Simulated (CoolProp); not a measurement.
Properties of 1-butene along the isotherm 426.9 K.

The numbers come from the reference Helmholtz-energy equation of state, Lemmon 2005 in CoolProp. It is a short technical equation, of lower accuracy than the large ones.

| p (MPa) | phase | Z | cp (kJ/(kg K)) | cv (kJ/(kg K)) | speed of sound (m/s) |
|---|---|---|---|---|---|
| 0.223 | gas | 0.9815 | 2.045 | 1.884 | 257.2 |
| 0.445 | gas | 0.9627 | 2.066 | 1.891 | 253.0 |
| 0.668 | gas | 0.9432 | 2.090 | 1.898 | 248.6 |
| 0.89 | gas | 0.9233 | 2.116 | 1.906 | 244.2 |
| 1.11 | gas | 0.9029 | 2.146 | 1.914 | 239.5 |
| 1.34 | gas | 0.8809 | 2.180 | 1.923 | 234.5 |
| 1.56 | gas | 0.8590 | 2.218 | 1.932 | 229.6 |
| 1.78 | gas | 0.8363 | 2.261 | 1.942 | 224.4 |
| 2 | gas | 0.8127 | 2.311 | 1.952 | 218.9 |
